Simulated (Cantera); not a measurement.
Cantera run:

```python
import numpy as np
import cantera as ct

gas_names = """
    B BH BH2 BH3 BN BO BO2 B2 B2O B2O2 B2O3 B3O3H3 H HBO HBO2 HNO HNO2 HNO3 HO2 H2 H2O H2O2 H3B3O6 N NH
    NH2 NH3 NH2OH NO NO2 NO3 N2 N2H2 N2H4 N2O O OH O2 O3
""".split()
cond_names = """
    B(b) B(L) BN(s) B2O3(L) B3O3H3(cr) H2O(s) H2O(L)
""".split()


# ... load() reads the species with a 1 bar reference pressure and builds the phases ...
atoms = {
    'B2O3': {'B': 2, 'O': 3},
    'N2': {'N': 2},
    'H2': {'H': 2},
}
top_T = {'BN(s)': 3200}  # K; cautious upper limits of use, not melting points


# ... equilibrate(T, P, feed) seeds the gas with the atoms and calls Mixture.equilibrate('TP', solver="vcs", rtol=1e-11, max_steps=5000) ...
results = []
feed = {'B2O3': 1, 'N2': 0.31, 'H2': 110}  # mol
T = 1223.15  # K
for P in [10, 32, 100, 320, 1000, 3200, 10000, 32000, 100000]:
    mix = equilibrate(T, P, feed)
    results.append((T, P, feed, dict(zip(mix.species_names, mix.species_moles))))
    x = sorted(zip(gas.X, gas.species_names), reverse=True)
    print(f"T = {T:g} K  P = {P:g} Pa  gas = {mix.phase_moles(0):.4g} mol")
    print("   x: " + "  ".join(f"{s} {v:.3e}" for v, s in x if v > 1e-06))
    print("   condensed (mol): " + ("  ".join(f"{mix.phase(i).name} {mix.phase_moles(i):.4g}"
          for i in range(1, mix.n_phases) if mix.phase_moles(i) > 1e-12) or "none"))
```

It prints:

```
T = 1223.15 K  P = 10 Pa  gas = 110.4 mol
   x: H2 9.950e-01  N2 2.807e-03  HBO 9.733e-04  HBO2 8.905e-04  B2O3 1.932e-04  H2O 6.008e-05  H 3.007e-05  B2O2 1.792e-05  BO 1.228e-06
   condensed (mol): B2O3(L) 0.8737
T = 1223.15 K  P = 32 Pa  gas = 110.4 mol
   x: H2 9.960e-01  N2 2.760e-03  HBO2 5.897e-04  HBO 4.598e-04  H2O 8.430e-05  B2O3 6.039e-05  H 1.682e-05  B2O2 3.994e-06
   condensed (mol): BN(s) 0.01066  B2O3(L) 0.9296
T = 1223.15 K  P = 100 Pa  gas = 110.3 mol
   x: H2 9.965e-01  N2 2.738e-03  HBO2 4.029e-04  HBO 2.155e-04  H2O 1.230e-04  B2O3 1.932e-05  H 9.517e-06
   condensed (mol): BN(s) 0.01586  B2O3(L) 0.9557
T = 1223.15 K  P = 320 Pa  gas = 110.3 mol
   x: H2 9.967e-01  N2 2.721e-03  HBO2 2.732e-04  H2O 1.809e-04  HBO 9.933e-05  B2O3 6.039e-06  H 5.321e-06
   condensed (mol): BN(s) 0.01967  B2O3(L) 0.9689
T = 1223.15 K  P = 1000 Pa  gas = 110.3 mol
   x: H2 9.968e-01  N2 2.699e-03  H2O 2.638e-04  HBO2 1.866e-04  HBO 4.654e-05  H 3.010e-06  B2O3 1.932e-06
   condensed (mol): BN(s) 0.02453  B2O3(L) 0.9746
T = 1223.15 K  P = 3200 Pa  gas = 110.3 mol
   x: H2 9.968e-01  N2 2.664e-03  H2O 3.870e-04  HBO2 1.263e-04  HBO 2.148e-05  H 1.683e-06
   condensed (mol): BN(s) 0.0323  B2O3(L) 0.9756
T = 1223.15 K  P = 10000 Pa  gas = 110.3 mol
   x: H2 9.967e-01  N2 2.610e-03  H2O 5.619e-04  HBO2 8.612e-05  HBO 1.008e-05
   condensed (mol): BN(s) 0.0441  B2O3(L) 0.9726
T = 1223.15 K  P = 32000 Pa  gas = 110.3 mol
   x: H2 9.966e-01  N2 2.528e-03  H2O 8.191e-04  HBO2 5.813e-05  HBO 4.667e-06  NH3 2.751e-06
   condensed (mol): BN(s) 0.06219  B2O3(L) 0.9654
T = 1223.15 K  P = 100000 Pa  gas = 110.3 mol
   x: H2 9.964e-01  N2 2.408e-03  H2O 1.178e-03  HBO2 3.943e-05  NH3 8.389e-06  HBO 2.201e-06
   condensed (mol): BN(s) 0.088  B2O3(L) 0.9536
```

Method: chemical equilibrium by Gibbs-energy minimisation in Cantera with the NASA 1993 tables (ideal gas, pure condensed phases). N2 is the only nitrogen source here; it is nearly inert below about 1500 K, so the nitride shown seldom forms there in practice. Mutual solubility and eutectic melting of coexisting phases are not modelled. Gases not in the tables: H3BO3.
